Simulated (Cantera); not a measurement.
Premixed flame

A freely propagating, adiabatic, planar premixed flame of H2 : O2 : N2 : H2O = 1 : 0.25 : 0.8 : 0.012 (molar parts), equivalence ratio 2.0, unburnt at 475 K and 4050 Torr; mixture-averaged transport, grid criteria slope 0.08 and curve 0.16, no radiation.

Detailed kinetics in Cantera: the H2/O2 subset of GRI-Mech 3.0, which has no nitrogen chemistry. The hydrogen kinetics of GRI-Mech 3.0 are dated; newer H2 mechanisms differ, most at raised pressure. Burning velocities carry a grid error of a few per cent, more on coarse grids.

```
z (mm)   T (K)  u (m/s)   x H2      x O2     x OH   x H2O2    x H2O       x O
-------  -----  -------  -----  --------  -------  -------  -------  --------
-0.137     475     6.85  0.485     0.121    <1e-8    <1e-8  0.00582     <1e-8
-0.0913    475     6.85  0.485     0.121    <1e-8    <1e-8  0.00582     <1e-8
-0.0685    475     6.85  0.485     0.121    <1e-8    <1e-8  0.00582     <1e-8
-0.0457    476     6.86  0.484     0.121    <1e-8  3.73e-8  0.00583   3.68e-8
-0.0228    533     7.55  0.474     0.123  4.22e-5  1.95e-5  0.00774   8.31e-6
-0.0114    849     11.6  0.435     0.115  0.00103  8.56e-5   0.0351  0.000237
0         1289     17.1  0.366    0.0852  0.00194  2.97e-5    0.104   0.00152
0.0114    1603     21.1  0.298    0.0428  0.00365  4.18e-6    0.186   0.00247
0.0228    1771     23.2  0.260    0.0166  0.00458  2.00e-6    0.236   0.00187
0.0457    1916     24.9  0.245   0.00243  0.00495  8.83e-7    0.265  0.000932
0.0913    2030     26.2  0.250  0.000333  0.00454  4.28e-7    0.272  0.000530
0.183     2128     27.3  0.258  0.000130  0.00359  2.19e-7    0.275  0.000267
0.365     2203     28.1  0.264   5.40e-5  0.00249  1.07e-7    0.278  0.000111
```
x: mole fraction of selected species; z is measured from the peak of heat release.

The laminar burning velocity comes out as 685 cm/s and the thermal thickness is 0.0457 mm. The peak x(OH) is 0.00495, the peak x(H2O2) comes out as 8.58e-5 and the peak x(O) comes out as 0.00247. The grid points comes out as 109.
